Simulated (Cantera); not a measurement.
Cantera run:

```python
import numpy as np
import cantera as ct

gas_names = [...]  # 109 gases of nasa_gas.yaml made of C, Cl, H, Si
cond_names = """
    C(gr) C6H6(L) C7H8(L) C8H18(L),n-octa Si(cr) Si(L) SiC(b)
""".split()


# ... load() reads the species with a 1 bar reference pressure and builds the phases ...
atoms = {
    '(CH3)2SiCl2': {'C': 2, 'H': 6, 'Si': 1, 'CL': 2},
    'C3H8': {'C': 3, 'H': 8},
    'H2': {'H': 2},
}
top_T = {'C(gr)': 4500, 'SiC(b)': 3050}  # K; cautious upper limits of use, not melting points


# ... equilibrate(T, P, feed) seeds the gas with the atoms and calls Mixture.equilibrate('TP', solver="vcs", rtol=1e-11, max_steps=5000) ...
results = []
T = 1998  # K
P = 1800  # Pa
for m in [1.8, 3.1, 5.3, 8.9, 15, 25, 43, 73, 120]:
    feed = {'(CH3)2SiCl2': 1, 'C3H8': 0.013, 'H2': m}  # mol
    mix = equilibrate(T, P, feed)
    results.append((T, P, feed, dict(zip(mix.species_names, mix.species_moles))))

top = {s: max(r[3][s] / sum(r[3][g] for g in gas_names) for r in results) for s in gas_names}
cols = sorted((s for s in top if top[s] > 0.0001), key=lambda s: -top[s])[:8]
seen = [c for c in cond_names if any(r[3].get(c, 0) > 1e-12 for r in results)]
print("log10 of partial pressures in bar; condensed amounts in mol")
print(f"{'n(H2)':>10s}" + "".join(f"{s[:9]:>10s}" for s in cols + seen))
for T, P, feed, n in results:
    ng = sum(n[g] for g in gas_names)
    print(f"{feed['H2']:10.4g}" + "".join(f"{np.log10(max(n[s] / ng * P / 1e5, 1e-99)):10.3f}" for s in cols)
          + "".join(f"{n.get(c, 0):10.4g}" for c in seen))
```

Result:

```
log10 of partial pressures in bar; condensed amounts in mol
     n(H2)        H2       HCL     SiCL2         H        CL C2H2,acet     SiCL3      SiCL     C(gr)    SiC(b)
       1.8    -1.920    -2.267    -3.499    -3.755    -4.230    -5.040    -5.442    -5.466      1.14     0.893
       3.1    -1.886    -2.344    -3.686    -3.738    -4.324    -5.006    -5.722    -5.559     1.116    0.9145
       5.3    -1.851    -2.450    -3.932    -3.720    -4.447    -4.971    -6.092    -5.682     1.092    0.9359
       8.9    -1.821    -2.582    -4.227    -3.705    -4.594    -4.942    -6.535    -5.830     1.068    0.9538
        15    -1.798    -2.743    -4.573    -3.694    -4.767    -4.918    -7.053    -6.003     1.045    0.9673
        25    -1.781    -2.922    -4.947    -3.685    -4.954    -4.901    -7.614    -6.190     1.022    0.9759
        43    -1.769    -3.128    -5.371    -3.679    -5.166    -4.889    -8.250    -6.402    0.9897    0.9803
        73    -1.762    -3.340    -5.803    -3.676    -5.382    -4.882    -8.898    -6.618    0.9441    0.9799
       120    -1.757    -3.546    -6.218    -3.673    -5.590    -4.878    -9.521    -6.825    0.8771     0.975
```

Cantera equilibrium calculation (NASA polynomials, part measured and part estimated; ideal gas, pure solids and liquids). The feed counts by its element totals alone. The tables' values for SiCl3, SiCl are old estimates; treat these amounts as uncertain.
